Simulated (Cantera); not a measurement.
Input (Python, Cantera) and output of one run.

```python
import numpy as np
import cantera as ct

gas_names = """
    CL CL2 H HCL H2 Si SiCL SiCL2 SiCL3 SiCL4 SiH SiHCL3 SiH2 SiH2CL2 SiH3 SiH3CL SiH4 Si2 Si3
""".split()
cond_names = """
    Si(cr) Si(L)
""".split()


# ... load() reads the species with a 1 bar reference pressure and builds the phases ...
atoms = {
    'SiHCl3': {'Si': 1, 'H': 1, 'CL': 3},
    'Cl2': {'CL': 2},
    'H2': {'H': 2},
}
top_T = {}  # K; cautious upper limits of use, not melting points


# ... equilibrate(T, P, feed) seeds the gas with the atoms and calls Mixture.equilibrate('TP', solver="gibbs", rtol=1e-10, max_steps=50000) ...
results = []
feed = {'SiHCl3': 1, 'Cl2': 0.0072, 'H2': 29}  # mol
P = 42000  # Pa
for T in [923, 998, 1073, 1148, 1223, 1298, 1373, 1448, 1523, 1598, 1673, 1748, 1823]:
    mix = equilibrate(T, P, feed)
    results.append((T, P, feed, dict(zip(mix.species_names, mix.species_moles))))

top = {s: max(r[3][s] / sum(r[3][g] for g in gas_names) for r in results) for s in gas_names}
cols = sorted((s for s in top if top[s] > 0.0001), key=lambda s: -top[s])[:9]
seen = [c for c in cond_names if any(r[3].get(c, 0) > 1e-12 for r in results)]
print("log10 of partial pressures in bar; condensed amounts in mol")
print(f"{'T/K':>10s}" + "".join(f"{s[:9]:>10s}" for s in cols + seen))
for T, P, feed, n in results:
    ng = sum(n[g] for g in gas_names)
    print(f"{T:10.4g}" + "".join(f"{np.log10(max(n[s] / ng * P / 1e5, 1e-99)):10.3f}" for s in cols)
          + "".join(f"{n.get(c, 0):10.4g}" for c in seen))
```

It prints:

```
log10 of partial pressures in bar; condensed amounts in mol
       T/K        H2       HCL     SiCL2     SiCL4    SiHCL3     SiCL3   SiH2CL2         H    Si(cr)     Si(L)
       923    -0.391    -2.722    -4.896    -2.206    -2.323    -4.353    -3.449    -9.807    0.1806         0
       998    -0.392    -2.428    -4.235    -2.229    -2.352    -3.927    -3.444    -8.863     0.216         0
      1073    -0.394    -2.183    -3.682    -2.274    -2.397    -3.580    -3.453    -8.051    0.2671         0
      1148    -0.398    -1.981    -3.224    -2.355    -2.468    -3.311    -3.484    -7.344    0.3309         0
      1223    -0.402    -1.822    -2.857    -2.491    -2.581    -3.125    -3.545    -6.723    0.3973         0
      1298    -0.406    -1.707    -2.582    -2.708    -2.753    -3.033    -3.648    -6.173    0.4519         0
      1373    -0.409    -1.634    -2.400    -3.022    -2.996    -3.043    -3.800    -5.682    0.4851         0
      1448    -0.411    -1.596    -2.293    -3.415    -3.298    -3.137    -3.991    -5.241    0.4982         0
      1523    -0.412    -1.581    -2.235    -3.843    -3.624    -3.277    -4.199    -4.842    0.4988         0
      1598    -0.413    -1.576    -2.202    -4.267    -3.948    -3.432    -4.405    -4.480    0.4937         0
      1673    -0.413    -1.575    -2.181    -4.670    -4.254    -3.585    -4.601    -4.150    0.4862         0
      1748    -0.414    -1.564    -2.192    -5.045    -4.552    -3.744    -4.809    -3.848         0     0.507
      1823    -0.414    -1.552    -2.213    -5.393    -4.832    -3.897    -5.009    -3.570         0    0.5332
```

Equilibrium computed with Cantera from the NASA thermochemical tables; the gas is ideal and each condensed phase is pure. The tables' values for SiCl3, SiCl are old estimates; treat these amounts as uncertain. Gases not in the tables: Si2H6 and higher silanes.
